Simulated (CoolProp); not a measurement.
Vapour-liquid equilibrium of carbon dioxide (1) + ethane (2) at 2.97 MPa; x and y are mole fractions of (1).

Computed with CoolProp (multi-fluid Helmholtz-energy mixture model, Span 1996 and Bücker 2006; pair parameters Kunz 2012).

```tsv
x	bubble temperature, mixture model (K)	bubble temperature, Raoult's law (K)	y, mixture model	y, Raoult's law
0.05	278.9	281.4	0.091	0.073
0.15	273.1	279.4	0.245	0.207
0.25	268.9	277.6	0.365	0.330
0.35	265.9	275.9	0.460	0.442
0.45	264.0	274.4	0.537	0.545
0.55	262.8	272.9	0.603	0.641
0.65	262.2	271.5	0.664	0.730
0.75	262.3	270.2	0.729	0.813
0.85	263.2	269.0	0.807	0.891
0.95	265.3	267.8	0.920	0.965
```

The largest gap from Raoult's law is -10.4 K in bubble temperature, at x = 0.45. y crosses x between x = 0.65 and 0.75: the model has an azeotrope there.

The pair parameters rest on a limited set of measurements; away from them the model extrapolates.
